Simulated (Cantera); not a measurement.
A perfectly stirred reactor is fed with 1.81 % C3H8, 20.7 % O2, 77.5 % N2, at 233 Torr; it is adiabatic with a 625 K inlet, and is followed from long to short residence time, starting on the burning branch (τ in s: 0.4, 0.13, 0.042, 0.014, 0.0044, 0.0014, 0.00046, 0.00015, 4.8e-05, 1.5e-05).

Computed with Cantera and GRI-Mech 3.0 (53 species, 325 reactions). GRI-Mech 3.0 was tuned for natural gas; its chemistry of propane as a main component is partial and can be far from experiment.

Question: Predict: blow-out, bracketed by the residence times tried; x(C3H8) at τ = 0.400 s; x(O2) at τ = 0.400 s; x(CO2) at τ = 0.400 s; x(CH3) at τ = 0.400 s; x(CH2CO) at τ = 0.400 s; x(C3H8) at τ = 1.40 ms; x(O2) at τ = 1.40 ms; x(CO2) at τ = 1.40 ms; x(CH3) at τ = 1.40 ms; x(CH2CO) at τ = 1.40 ms.

Answer: 
- blow-out, bracketed by the residence times tried: burning at 0.460 ms, out at 0.150 ms
- x(C3H8) at τ = 0.400 s: 7.18e-7
- x(O2) at τ = 0.400 s: 0.114
- x(CO2) at τ = 0.400 s: 0.0531
- x(CH3) at τ = 0.400 s: 5.34e-7
- x(CH2CO) at τ = 0.400 s: 1.41e-6
- x(C3H8) at τ = 1.40 ms: 3.67e-5
- x(O2) at τ = 1.40 ms: 0.118
- x(CO2) at τ = 1.40 ms: 0.0414
- x(CH3) at τ = 1.40 ms: 1.88e-5
- x(CH2CO) at τ = 1.40 ms: 3.24e-5
